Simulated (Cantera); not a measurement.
Cantera run:

```python
import numpy as np
import cantera as ct

gas_names = """
    H HO2 H2 H2O H2O2 O OH O2 O3 Ti TiO TiO2
""".split()
cond_names = """
    H2O(s) H2O(L) Ti(a) Ti(b) Ti(L) TiO(a) TiO(b) TiO(L) TiO2(ru) TiO2(L) Ti2O3(a) Ti2O3(b) Ti2O3(L)
    Ti3O5(a) Ti3O5(b) Ti3O5(L) Ti4O7(s) Ti4O7(L)
""".split()


# ... load() reads the species with a 1 bar reference pressure and builds the phases ...
atoms = {
    'Ti': {'Ti': 1},
    'H2O': {'H': 2, 'O': 1},
    'H2': {'H': 2},
}
top_T = {}  # K; cautious upper limits of use, not melting points


# ... equilibrate(T, P, feed) seeds the gas with the atoms and calls Mixture.equilibrate('TP', solver="vcs", rtol=1e-11, max_steps=5000) ...
results = []
feed = {'Ti': 1, 'H2O': 0.22, 'H2': 2.5}  # mol
T = 1500  # K
P = 10000  # Pa
mix = equilibrate(T, P, feed)
results.append((T, P, feed, dict(zip(mix.species_names, mix.species_moles))))
x = sorted(zip(gas.X, gas.species_names), reverse=True)
print(f"T = {T:g} K  P = {P:g} Pa  gas = {mix.phase_moles(0):.4g} mol")
print("   x: " + "  ".join(f"{s} {v:.3e}" for v, s in x if v > 1e-06))
print("   condensed (mol): " + ("  ".join(f"{mix.phase(i).name} {mix.phase_moles(i):.4g}"
      for i in range(1, mix.n_phases) if mix.phase_moles(i) > 1e-12) or "none"))
```

It prints:

```
T = 1500 K  P = 10000 Pa  gas = 2.72 mol
   x: H2 9.999e-01  H 5.566e-05
   condensed (mol): Ti(b) 0.78  TiO(b) 0.22
```

Cantera equilibrium calculation (NASA polynomials, part measured and part estimated; ideal gas, pure solids and liquids). Mutual solubility and eutectic melting of coexisting phases are not modelled. TiO: taken at fixed stoichiometry. Condensed phases not in the tables: N, O or C dissolved in the metal.
